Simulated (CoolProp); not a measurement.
Computed with CoolProp (reference Helmholtz-energy equation of state, Gao 2016).

### Question
Give the vapour pressure (kPa), vapour density (kg/m³), enthalpy of vaporisation (kJ/kg), liquid cp (kJ/(kg K)) of saturated sulfur dioxide at 289.3 K.

### Answer
```json
[
 {"T (K)": "289.3", "p (kPa)": "289", "vapour density (kg/m³)": "8.15", "enthalpy of vaporisation (kJ/kg)": "365", "liquid cp (kJ/(kg K))": "1.38"}
]
```
